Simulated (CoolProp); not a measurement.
Vapour-liquid equilibrium of isobutane (1) + n-butane (2) at 1380 kPa; x and y are mole fractions of (1).

Model: multi-fluid Helmholtz-energy mixture model, Bücker 2006 and Bücker 2006; pair parameters Kunz 2012, in CoolProp.

**Question.** Give the bubble temperature and the first vapour's composition at x = 0.5, 0.65, 0.95. Is there an azeotrope?

**Answer.** x = 0.5: 88.0 °C, y = 0.547; x = 0.65: 85.9 °C, y = 0.692; x = 0.95: 82.0 °C, y = 0.959. No azeotrope shows between x = 0.05 and 0.95.

Pair parameters are fitted to limited data, so mixtures are less certain than the pure fluids.
